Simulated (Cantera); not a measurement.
# Silicon oxide and oxynitride deposition: HMDSO + NO

Charge: 1 mol HMDSO, 0.84 mol NO, equilibrated at 7.60 Pa.

Equilibrium computed with Cantera from the NASA thermochemical tables; the gas is ideal and each condensed phase is pure. Candidate condensed phases: C, C₆H₆, C₇H₈, C₈H₁₈, H₂O, Si, SiC, SiO₂, Si₂N₂O, Si₃N₄; 151 gas species. The feed counts by its element totals alone. Mutual solubility and eutectic melting of coexisting phases are not modelled. Kinetics and transport are ignored.

From 925 K to 1125 K the condensed part is C(graphite) + SiC(s) + SiO₂(β-quartz) + Si₂N₂O(s). From 1150 K to 1225 K the condensed part is C(graphite) + SiC(s) + Si₂N₂O(s).

```csv
T (K),x H₂,x CO,x N₂,x SiO,n C(graphite),n SiC(s),n SiO₂(β-quartz),n Si₂N₂O(s)
925,1.000,8.43e-5,1.17e-8,3.19e-9,5.55,0.450,0.710,0.420
950,1.000,0.000239,4.28e-8,1.19e-8,5.55,0.451,0.709,0.420
975,0.999,0.000643,1.47e-7,4.14e-8,5.54,0.453,0.707,0.420
1000,0.998,0.00164,4.72e-7,1.35e-7,5.53,0.457,0.703,0.420
1025,0.996,0.00401,1.43e-6,4.17e-7,5.50,0.468,0.692,0.420
1050,0.991,0.00936,4.12e-6,1.22e-6,5.42,0.493,0.667,0.420
1075,0.979,0.0210,1.13e-5,3.37e-6,5.26,0.547,0.613,0.420
1100,0.955,0.0454,2.95e-5,8.93e-6,4.91,0.665,0.496,0.420
1125,0.905,0.0949,7.38e-5,2.26e-5,4.13,0.923,0.238,0.419
1150,0.863,0.136,0.000249,3.91e-5,3.41,1.16,0,0.417
1175,0.862,0.137,0.00113,4.68e-5,3.39,1.18,0,0.408
1200,0.856,0.140,0.00470,5.65e-5,3.27,1.26,0,0.371
1225,0.833,0.149,0.0176,7.08e-5,2.85,1.54,0,0.229
```
x: gas mole fraction; n: condensed amount in mol.
